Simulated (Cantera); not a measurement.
An isothermal, constant-pressure homogeneous reactor starts with CO : O2 : H2O : N2 = 0.012 : 0.013 : 0.0049 : 1 (molar parts), equivalence ratio 0.46, at 1350 K and 70000 Pa.

Detailed kinetics in Cantera: GRI-Mech 3.0 (53 species, 325 reactions).

x: mole fraction; the columns are a selection and need not sum to one.

```tsv
t (s)	x CO	x O2	x H2O	x N2O	x H2O2
5.00e-5	0.0117	0.0126	0.00476	<1e-12	<1e-12
0.000101	0.0117	0.0126	0.00476	<1e-12	<1e-12
0.000206	0.0117	0.0126	0.00476	<1e-12	<1e-12
0.000417	0.0117	0.0126	0.00476	1.86e-12	<1e-12
0.000847	0.0117	0.0126	0.00476	1.70e-11	3.64e-12
0.00172	0.0116	0.0126	0.00475	9.09e-10	3.91e-10
0.00349	0.00861	0.0108	0.00423	1.74e-7	(withheld)
0.00707	0.00220	0.00778	0.00431	2.15e-7	(withheld)
0.0143	0.000562	0.00706	0.00466	3.00e-7	(withheld)
0.0291	0.000149	0.00689	0.00474	3.94e-7	(withheld)
0.0590	3.81e-5	0.00685	0.00477	4.49e-7	(withheld)
0.120	9.48e-6	0.00684	0.00478	4.40e-7	(withheld)
0.243	2.38e-6	0.00683	0.00478	3.54e-7	4.28e-10
0.493	6.55e-7	0.00683	0.00478	2.05e-7	1.56e-10
1.00	2.23e-7	0.00683	0.00478	6.84e-8	6.74e-11
```

Task: Complete the blanks.

Result: 
- 0.00349, x H2O2: 7.02e-8
- 0.00707, x H2O2: 7.88e-8
- 0.0143, x H2O2: 3.75e-8
- 0.0291, x H2O2: 1.33e-8
- 0.0590, x H2O2: 4.25e-9
- 0.120, x H2O2: 1.32e-9
